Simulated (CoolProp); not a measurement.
Nitrogen along the isobar 5960 kPa: Z from the reference equation and from simpler models built on Tc = -147.0 °C, pc = 3396 kPa, ω = 0.037; each cubic takes its own stable root.

Computed with CoolProp (reference Helmholtz-energy equation of state, Span 2000).

```tsv
T (°C)	phase	reference	van der Waals	Redlich-Kwong	Soave-Redlich-Kwong	Peng-Robinson
-187.35	liquid	0.2985	0.4233	0.2962	0.2975	0.2640
-175.25	liquid	0.2819	0.3957	0.2838	0.2841	0.2520
-163.15	liquid	0.2757	0.3818	0.2841	0.2838	0.2522
-151.05	liquid	0.2846	0.3836	0.3039	0.3035	0.2718
-139.05	supercritical	0.3385	0.4125	0.3735	0.3765	0.3450
-126.95	supercritical	0.5414	0.5085	0.5518	0.5641	0.5298
-114.85	supercritical	0.6887	0.6412	0.6878	0.7020	0.6658
-102.75	supercritical	0.7747	0.7300	0.7701	0.7857	0.7503
-90.65	supercritical	0.8318	0.7894	0.8254	0.8421	0.8082
-78.55	supercritical	0.8724	0.8320	0.8650	0.8825	0.8504
-66.45	supercritical	0.9026	0.8641	0.8945	0.9126	0.8823
-54.35	supercritical	0.9257	0.8889	0.9171	0.9356	0.9070
-42.25	supercritical	0.9438	0.9086	0.9348	0.9536	0.9266
-30.15	supercritical	0.9582	0.9246	0.9489	0.9678	0.9423
-18.05	supercritical	0.9698	0.9377	0.9603	0.9792	0.9551
```
